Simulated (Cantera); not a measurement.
A freely propagating, adiabatic, planar premixed flame of 14.7 % CO, 4.40 % H2, 4.11 % CH4, 16.1 % O2, 60.7 % N2, equivalence ratio 1.1, unburnt at 675 K and 1430 Torr; multicomponent+Soret transport, grid criteria slope 0.08 and curve 0.16, no radiation.

Computed with Cantera and GRI-Mech 3.0 (53 species, 325 reactions). Burning velocities carry a grid error of a few per cent, more on coarse grids.

Task: Predict: laminar burning velocity; thermal thickness; peak x(CH2); peak x(HCN).

Result: 
| Property | Result |
|---|---|
| laminar burning velocity | 255 cm/s |
| thermal thickness | 0.168 mm |
| peak x(CH2) | 1.96e-5 |
| peak x(HCN) | 4.58e-7 |
